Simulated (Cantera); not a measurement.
A Cantera script and its output.

```python
import numpy as np
import cantera as ct

gas = ct.Solution("gri30.yaml")
gas.TPX = 1475, 1000000, {'CH4': 1, 'O2': 1.67, 'N2': 6.5}
reactor = ct.IdealGasReactor(gas, energy="on", clone=False)
net = ct.ReactorNet([reactor])
net.rtol, net.atol = 1e-08, 1e-16
show = ['CH4', 'O2', 'C2H6', 'NO2', 'HCO', 'O', 'N2O']
times = np.geomspace(3e-06, 5, 10)

steps = ct.SolutionArray(gas, extra=["t"])
rows = []
print(f"{'t/s':>10s}{'T/K':>9s}{'P/Pa':>11s}" + "".join(f"{s:>11s}" for s in show))
for t in times:
    while net.time < t:
        t_next = net.step()
        steps.append(gas.state, t=t_next)
    rows.append([np.interp(t, steps.t, y) for y in (steps.T, steps.P, *steps(*show).X.T)])
    print(f"{t:10.3e}{rows[-1][0]:9.1f}{rows[-1][1]:11.4g}" + "".join(f"{x:11.3e}" for x in rows[-1][2:]))
rate = np.gradient(steps.T, steps.t)
print("integrator steps:", len(steps.t))
if steps.T.max() > steps.T[0] + 200:
    print(f"time of steepest temperature rise: {steps.t[rate.argmax()]:.4e} s")
gas.TPX = 1475, 1000000, {'CH4': 1, 'O2': 1.67, 'N2': 6.5}
gas.equilibrate("UV")
print(f"equilibrium (UV): T = {gas.T:.1f} K  " + "  ".join(f"{s} {gas[s].X[0]:.3e}" for s in show))
```

Output:

```
       t/s      T/K       P/Pa        CH4         O2       C2H6        NO2        HCO          O        N2O
 3.000e-06   1475.0      1e+06  1.090e-01  1.821e-01  3.843e-09  1.660e-19  2.125e-12  3.698e-09  8.565e-12
 1.474e-05   1475.0      1e+06  1.090e-01  1.821e-01  1.189e-06  5.399e-17  1.385e-10  2.385e-08  1.487e-10
 7.240e-05   1478.1  1.002e+06  1.083e-01  1.817e-01  1.504e-04  1.940e-14  9.031e-09  1.084e-07  1.818e-09
 3.557e-04   3115.2  2.241e+06  2.389e-12  5.188e-03  1.134e-23  3.119e-06  7.781e-07  2.535e-03  1.953e-06
 1.747e-03   3115.0  2.241e+06  2.393e-12  5.177e-03  1.137e-23  3.137e-06  7.781e-07  2.531e-03  1.957e-06
 8.584e-03   3115.0  2.241e+06  2.393e-12  5.177e-03  1.137e-23  3.137e-06  7.781e-07  2.531e-03  1.957e-06
 4.217e-02   3115.0  2.241e+06  2.393e-12  5.177e-03  1.137e-23  3.137e-06  7.781e-07  2.531e-03  1.957e-06
 2.072e-01   3115.0  2.241e+06  2.393e-12  5.177e-03  1.137e-23  3.137e-06  7.781e-07  2.531e-03  1.957e-06
 1.018e+00   3115.0  2.241e+06  2.393e-12  5.177e-03  1.137e-23  3.137e-06  7.781e-07  2.531e-03  1.957e-06
 5.000e+00   3115.0  2.241e+06  2.393e-12  5.177e-03  1.137e-23  3.137e-06  7.781e-07  2.531e-03  1.957e-06
integrator steps: 2054
time of steepest temperature rise: 2.4808e-04 s
equilibrium (UV): T = 3115.0 K  CH4 2.874e-12  O2 5.177e-03  C2H6 1.574e-23  NO2 3.137e-06  HCO 7.781e-07  O 2.531e-03  N2O 1.957e-06
```

Model: GRI-Mech 3.0 (53 species, 325 reactions), integrated in Cantera. Above 3000 K some thermodynamic fits are extrapolated.
